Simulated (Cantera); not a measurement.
## Carbon deposition, reforming and gasification: C + H2O

A closed system holds: 1 mol C, 0.21 mol H2O, equilibrated at 5.20 bar.

Cantera equilibrium calculation (NASA polynomials, part measured and part estimated; ideal gas, pure solids and liquids). Candidate condensed phases: C, C6H6, C7H8, C8H18, H2O; 110 gas species. Kinetics and transport are ignored.

| T (K) | log p CO | log p H2 | log p H2O | log p CO2 | log p CH4 | log p C2H6 | log p C2H4 | log p H | n C(graphite) |
|---|---|---|---|---|---|---|---|---|---|
| 798 | -0.96 | -0.10 | 0.33 | 0.09 | -0.05 | -4.71 | -6.94 | <-11 | 0.900 |
| 848 | -0.64 | 0.04 | 0.27 | 0.08 | -0.11 | -4.69 | -6.51 | -10.70 | 0.897 |
| 898 | -0.36 | 0.15 | 0.20 | 0.05 | -0.19 | -4.72 | -6.16 | -9.89 | 0.891 |
| 948 | -0.12 | 0.23 | 0.10 | -0.01 | -0.30 | -4.79 | -5.87 | -9.16 | 0.881 |
| 998 | 0.06 | 0.29 | -0.03 | -0.11 | -0.42 | -4.90 | -5.65 | -8.52 | 0.867 |
| 1048 | 0.20 | 0.33 | -0.20 | -0.25 | -0.57 | -5.05 | -5.47 | -7.95 | 0.848 |
| 1098 | 0.29 | 0.36 | -0.39 | -0.45 | -0.72 | -5.21 | -5.33 | -7.43 | 0.829 |
| 1148 | 0.35 | 0.38 | -0.59 | -0.69 | -0.87 | -5.38 | -5.22 | -6.96 | 0.814 |
| 1198 | 0.38 | 0.39 | -0.81 | -0.95 | -1.02 | -5.55 | -5.13 | -6.53 | 0.803 |
| 1248 | 0.40 | 0.39 | -1.02 | -1.21 | -1.16 | -5.71 | -5.05 | -6.13 | 0.797 |
| 1298 | 0.41 | 0.40 | -1.23 | -1.46 | -1.30 | -5.87 | -4.98 | -5.77 | 0.793 |
| 1348 | 0.41 | 0.40 | -1.42 | -1.71 | -1.43 | -6.02 | -4.92 | -5.43 | 0.792 |
| 1398 | 0.41 | 0.41 | -1.60 | -1.93 | -1.55 | -6.16 | -4.87 | -5.12 | 0.791 |
| 1448 | 0.41 | 0.41 | -1.77 | -2.14 | -1.66 | -6.29 | -4.82 | -4.83 | 0.790 |
log p: log10 of the partial pressure in bar; n: condensed amount in mol.

From 798 K to 1448 K the condensed part is C(graphite). The main C-bearing gas is CO2 at 798 K and CO at 1448 K. The share of C in condensed phases is highest at 798 K (90.0 %) and lowest at 1448 K (79.0 %).
